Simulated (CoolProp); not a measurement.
Chlorine at 298.15 K and 0.602 MPa is throttled through a valve to 0.375 MPa with no heat exchange. Each further row changes one setting.

Model: reference Helmholtz-energy equation of state, Thol 2021, in CoolProp.

| case | temperature change (K) | final density (kg/m³) |
|---|---|---|
| as stated | -7.0 | 11.6 |
| outlet pressure 0.112 MPa | -15.7 | 3.44 |
| outlet pressure 0.488 MPa | -3.5 | 15.1 |
